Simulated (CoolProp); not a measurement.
Vapour-liquid equilibrium of R152A (1) + n-pentane (2) at 259 kPa; x and y are mole fractions of (1).

The numbers come from the multi-fluid Helmholtz-energy mixture model, Outcalt 1996 and Thol 2019; pair parameters Bell 2016 in CoolProp.

Give the bubble temperature and the first vapour's composition at x = 0.05, 0.2, 0.65. Is there an azeotrope?

x = 0.05: 43.9 °C, y = 0.492; x = 0.2: 15.4 °C, y = 0.831; x = 0.65: 3.6 °C, y = 0.916. No azeotrope shows between x = 0.05 and 0.95.

The pair parameters rest on a limited set of measurements; away from them the model extrapolates. With so large a gap from Raoult's law the liquid may split in two, which this calculation doesn't test in full.
